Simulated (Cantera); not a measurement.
A closed system holds: 1 mol SiCl₄, 6.5 mol N₂, 1.1 mol H₂, at 752 °C and 36.0 mbar.

Equilibrium computed with Cantera from the NASA thermochemical tables; the gas is ideal and each condensed phase is pure. Candidate condensed phases: NH₄Cl, Si, Si₃N₄; 28 gas species. N₂ is the only nitrogen source here; it is nearly inert below about 1500 K, so the nitride shown seldom forms there in practice. The tables' values for SiCl₃ are old estimates; treat these amounts as uncertain. Rates play no part.

Base state: N₂ 0.716, HCl 0.175, SiCl₄ 0.0707, H₂ 0.0386, SiHCl₃ 0.000134, SiCl₃ 8.56e-5 (mole fractions); condensed: Si₃N₄(s).

Q: What changes in the equilibrium state with this change: SiCl₄ replaced by SiF₄?

A: 
```tsv
species	before	after
N₂	0.716	0.756
H₂	0.0386	0.128
SiF₄	0	0.116
HCl	0.175	0
SiCl₄	0.0707	0
HF	0	0.000428
SiHCl₃	0.000134	0
SiHF₃	0	0.000111
SiCl₃	8.56e-5	0
Si₃N₄(s), mol	0.127	0.000217
```
The tables' values for SiF₃ are old estimates; treat these amounts as uncertain.

Q: What changes in the equilibrium state with this change: temperature from 752 °C to 1102 °C?

A: 
```json
[
 {"species": "N₂", "before": "0.716", "after": "0.709"},
 {"species": "HCl", "before": "0.175", "after": "0.187"},
 {"species": "SiCl₄", "before": "0.0707", "after": "0.0547"},
 {"species": "SiCl₃", "before": "8.56e-5", "after": "0.00985"},
 {"species": "H₂", "before": "0.0386", "after": "0.0310"},
 {"species": "SiCl₂", "before": "2.17e-6", "after": "0.00815"},
 {"species": "Cl", "before": "1.88e-8", "after": "1.59e-5"},
 {"species": "SiHCl₃", "before": "0.000134", "after": "0.000579"},
 {"species": "Si₃N₄(s), mol", "before": "0.127", "after": "0.118"}
]
```
